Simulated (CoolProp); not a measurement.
Vapour pressure (bar) of R365MFC: the reference equation beside estimates from Tc = 460.0 K, pc = 32.66 bar, ω = 0.377. Clausius-Clapeyron is anchored at 375.5 K with a constant enthalpy of vaporisation of 22.57 kJ/mol.

Model: reference Helmholtz-energy equation of state, Lemmon 2016, in CoolProp.

| T (K) | reference | Lee-Kesler | Clausius-Clapeyron | Redlich-Kwong | Soave-Redlich-Kwong | Peng-Robinson |
|---|---|---|---|---|---|---|
| 310.4 | 0.9104 | 0.9040 | 1.363 | 2.079 | 0.9040 | 0.9092 |
| 323.4 | 1.435 | 1.437 | 1.938 | 2.962 | 1.435 | 1.434 |
| 336.5 | 2.179 | 2.193 | 2.687 | 4.098 | 2.193 | 2.180 |
| 349.5 | 3.182 | 3.216 | (withheld) | 5.501 | (withheld) | 3.190 |
| 362.5 | (withheld) | 4.564 | 4.792 | 7.210 | 4.581 | 4.529 |
| 375.5 | 6.210 | 6.299 | 6.210 | 9.256 | 6.343 | 6.261 |
| 388.5 | 8.366 | 8.487 | 7.910 | 11.67 | 8.573 | 8.458 |
| 401.5 | (withheld) | 11.20 | 9.918 | 14.47 | 11.35 | 11.20 |
| 414.5 | 14.35 | 14.52 | 12.26 | 17.70 | 14.74 | 14.56 |
| 427.5 | 18.37 | 18.56 | 14.96 | (withheld) | 18.82 | 18.65 |
| 440.6 | 23.29 | (withheld) | 18.07 | 25.55 | 23.74 | 23.59 |

### Question
Some entries are withheld; supply them.

### Answer

- 349.5, Clausius-Clapeyron: 3.627
- 349.5, Soave-Redlich-Kwong: 3.219
- 362.5, reference: 4.505
- 401.5, reference: 11.05
- 427.5, Redlich-Kwong: 21.37
- 440.6, Lee-Kesler: 23.47

Absolute difference from the reference over all 11 rows, mean and median: Lee-Kesler 1.0 and 1.1 %, Clausius-Clapeyron 18.2 and 14.6 %, Redlich-Kwong 56.8 and 49.0 %, Soave-Redlich-Kwong 1.7 and 1.9 %, Peng-Robinson 0.8 and 0.8 %.
